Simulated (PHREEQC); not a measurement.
Make-up at 84 °C: 0.0025 mol TMAH, 0.007 mol H3BO3 and 0.31 mol K3PO4 per kg of water. Closed to the air; pH follows from the charge balance.

Equilibrium calculation in PHREEQC: ion-association model, wateq4f.dat.

No solid was allowed to form.

Order these P species by the share of P that they hold, largest first: KHPO4-, PO4-3, HPO4-2.

PO4-3 (70 %), HPO4-2 (25 %), KHPO4- (4.7 %)

The pH is 11.20 and the ionic strength 1.65 mol/kgw. Ionic strength above about 0.7 mol/kgw puts this run outside the model's range. Complexes and solids missing from the database can't appear. (CH3)4N+ isn't in the database: it is added as a free cation with an ion size of 4 Å. H3PO4, which wateq4f.dat lacks, is added to it with the constant of phreeqc.dat. Away from 25 °C the constants follow the database's enthalpies or fits; those with neither stay at their 25 °C values.
